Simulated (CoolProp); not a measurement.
Vapour-liquid equilibrium of ethylene (1) + carbon dioxide (2) at 258.4 K; x and y are mole fractions of (1).

Computed with CoolProp (multi-fluid Helmholtz-energy mixture model, Smukala 2000 and Span 1996; pair parameters Bell 2016).

```csv
x,"bubble pressure, mixture model (MPa)","bubble pressure, Raoult's law (MPa)","y, mixture model","y, Raoult's law"
0.05,2.436,2.337,0.085,0.062
0.2,2.711,2.424,0.268,0.238
0.35,2.879,2.511,0.405,0.402
0.5,2.976,2.597,0.529,0.556
0.65,3.016,2.684,0.654,0.699
0.8,2.999,2.771,0.790,0.833
0.95,2.924,2.858,0.944,0.960
```

The largest gap from Raoult's law is +14.7 % in bubble pressure, at x = 0.35. y crosses x between x = 0.65 and 0.8: the model has an azeotrope there.

Pair parameters are fitted to limited data, so mixtures are less certain than the pure fluids.
